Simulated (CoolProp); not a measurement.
Vapour-liquid equilibrium of methane (1) + ethane (2) at 0.254 MPa; x and y are mole fractions of (1).

The numbers come from the multi-fluid Helmholtz-energy mixture model, Setzmann 1991 and Bücker 2006; pair parameters Kunz 2012 in CoolProp.

```
x      bubble temperature, mixture model (°C)  bubble temperature, Raoult's law (°C)  y, mixture model  y, Raoult's law
-----  --------------------------------------  -------------------------------------  ----------------  ---------------
0.05                                    -91.7                                  -91.6             0.664            0.680
0.125                                  -112.1                                 -109.5             0.912            0.904
0.2                                    -122.8                                 -119.6                 …            0.959
0.275                                  -129.2                                 -126.2             0.981            0.979
0.35                                        …                                 -131.0             0.989            0.988
0.425                                  -136.8                                 -134.6             0.993            0.993
0.5                                    -139.3                                 -137.6             0.995            0.995
0.575                                  -141.3                                 -140.1                 …            0.997
0.65                                        …                                 -142.1             0.997            0.998
0.725                                  -144.4                                 -144.0             0.998            0.999
0.8                                    -145.8                                 -145.5             0.999            0.999
0.875                                  -147.0                                 -147.0             0.999            1.000
0.95                                   -148.2                                 -148.2             1.000            1.000
```

Q: Some entries are withheld; supply them.

A: 
- 0.2, y, mixture model: 0.964
- 0.35, bubble temperature, mixture model (°C): -133.6
- 0.575, y, mixture model: 0.996
- 0.65, bubble temperature, mixture model (°C): -143.0

The largest gap from Raoult's law is -3.2 K in bubble temperature, at x = 0.2. No azeotrope shows between x = 0.05 and 0.95.

Pair parameters are fitted to limited data, so mixtures are less certain than the pure fluids.
